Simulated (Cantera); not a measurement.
Input (Python, Cantera) and output of one run.

```python
import numpy as np
import cantera as ct

gas_names = """
    B BF BF2 BF3 BH BHF2 BH2 BH3 BO BOF BOF2 BO2 B2 B2O B2O2 B2O3 B3O3F3 B3O3H3 F FO FO2 F2 F2O H HBO
    HBO2 HF HOF HO2 H2 H2F2 H2O H2O2 H3B3O6 H3F3 H4F4 H5F5 H6F6 H7F7 O OH O2 O3
""".split()
cond_names = """
    B(b) B(L) B2O3(L) B3O3H3(cr) H2O(s) H2O(L)
""".split()


# ... load() reads the species with a 1 bar reference pressure and builds the phases ...
atoms = {
    'B2O3': {'B': 2, 'O': 3},
    'HF': {'H': 1, 'F': 1},
    'O2': {'O': 2},
}
top_T = {}  # K; cautious upper limits of use, not melting points


# ... equilibrate(T, P, feed) seeds the gas with the atoms and calls Mixture.equilibrate('TP', solver="vcs", rtol=1e-11, max_steps=5000) ...
results = []
T = 1398  # K
P = 7  # Pa
for m in [1.1, 1.9, 2.7, 3.4, 4.2, 5, 5.8, 6.5]:
    feed = {'B2O3': 1, 'HF': m, 'O2': 12}  # mol
    mix = equilibrate(T, P, feed)
    results.append((T, P, feed, dict(zip(mix.species_names, mix.species_moles))))

top = {s: max(r[3][s] / sum(r[3][g] for g in gas_names) for r in results) for s in gas_names}
cols = sorted((s for s in top if top[s] > 0.0001), key=lambda s: -top[s])[:5]
seen = [c for c in cond_names if any(r[3].get(c, 0) > 1e-12 for r in results)]
print("log10 of partial pressures in bar; condensed amounts in mol")
print(f"{'n(HF)':>10s}" + "".join(f"{s[:9]:>10s}" for s in cols + seen))
for T, P, feed, n in results:
    ng = sum(n[g] for g in gas_names)
    print(f"{feed['HF']:10.4g}" + "".join(f"{np.log10(max(n[s] / ng * P / 1e5, 1e-99)):10.3f}" for s in cols)
          + "".join(f"{n.get(c, 0):10.4g}" for c in seen))
```

It prints:

```
log10 of partial pressures in bar; condensed amounts in mol
     n(HF)        O2        HF       BOF      HBO2       H2O
       1.1    -4.225    -6.489    -5.289    -5.433    -6.144
       1.9    -4.249    -5.683    -5.164    -5.623    -5.653
       2.7    -4.272    -5.331    -5.133    -5.825    -5.534
       3.4    -4.291    -5.150    -5.129    -5.967    -5.499
       4.2    -4.311    -5.011    -5.135    -6.100    -5.486
         5    -4.331    -4.911    -5.146    -6.210    -5.486
       5.8    -4.350    -4.835    -5.159    -6.304    -5.491
       6.5    -4.366    -4.781    -5.172    -6.377    -5.498
```

Equilibrium computed with Cantera from the NASA thermochemical tables; the gas is ideal and each condensed phase is pure.
